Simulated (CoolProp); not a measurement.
Vapour-liquid equilibrium of dimethyl ether (1) + isobutane (2) at 4.56 bar; x and y are mole fractions of (1).

Model: multi-fluid Helmholtz-energy mixture model, Wu 2011 and Bücker 2006; pair parameters Bell 2016, in CoolProp.

```
x      bubble temperature (K)  y at the bubble point  dew temperature at overall composition x (K)  liquid density (mol/L)
-----  ----------------------  ---------------------  --------------------------------------------  ----------------------
0.05                    304.9                  0.106                                         306.2                   9.475
0.125                   301.7                  0.235                                         304.4                   9.785
0.2                     299.1                  0.339                                         302.5                   10.10
0.275                   297.0                  0.424                                         300.7                   10.42
0.35                    295.3                  0.496                                         298.8                   10.76
0.425                   293.9                  0.559                                         297.0                   11.11
0.5                     292.8                  0.616                                         295.2                   11.49
0.575                   291.8                  0.670                                         293.6                   11.88
0.65                    291.1                  0.722                                         292.2                   12.30
0.725                   290.5                  0.774                                         291.0                   12.74
0.8                     290.0                  0.828                                         290.2                   13.22
0.875                   289.6                  0.886                                         289.7                   13.73
0.95                    289.5                  0.951                                         289.5                   14.27
```

No azeotrope shows between x = 0.05 and 0.95.

The pair parameters rest on a limited set of measurements; away from them the model extrapolates.
